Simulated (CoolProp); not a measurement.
Vapour pressure (kPa) of C2F6 (R116): the reference equation beside estimates from Tc = 293.0 K, pc = 3048 kPa, ω = 0.257.

The numbers come from the reference Helmholtz-energy equation of state, Lemmon 2006 in CoolProp. It is a short technical equation, of lower accuracy than the large ones.

```tsv
T (K)	reference	Lee-Kesler	Soave-Redlich-Kwong
220.3	330.1	331.6	331.9
224.6	392.0	393.9	394.6
228.9	462.1	464.6	466.0
233.2	541.3	544.2	546.6
237.5	630.1	633.4	637.2
241.8	729.4	733.0	738.4
246.1	839.8	843.7	851.2
250.4	962.1	966.1	976.1
254.7	1097	1101	1114
259	1246	1250	1266
```

Absolute difference from the reference over all 10 rows, mean and median: Lee-Kesler 0.5 and 0.5 %, Soave-Redlich-Kwong 1.1 and 1.2 %.
